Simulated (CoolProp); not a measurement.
Properties of oxygen at several states.

Values from CoolProp's reference Helmholtz-energy equation of state, Schmidt 1985. Above 300 K oxygen's equation is extrapolated.

```tsv
T (°C)	p (MPa)	phase	cv (kJ/(kg K))	viscosity (µPa s)	conductivity (mW/(m K))
682.95	9.38	supercritical	0.8249	48.6	70.4
300.55	1.86	gas	0.7362	33.9	46.4
657.85	0.0248	gas	0.8193	46.8	67.6
109.05	7.77	supercritical	0.6860	26.5	35.5
546.45	0.259	gas	0.7987	43.0	61.2
570.65	2.06	gas	0.8040	44.1	62.9
```

Viscosity comes from a separate model (Lemmon 2004). Thermal conductivity comes from a separate model (Lemmon 2004).
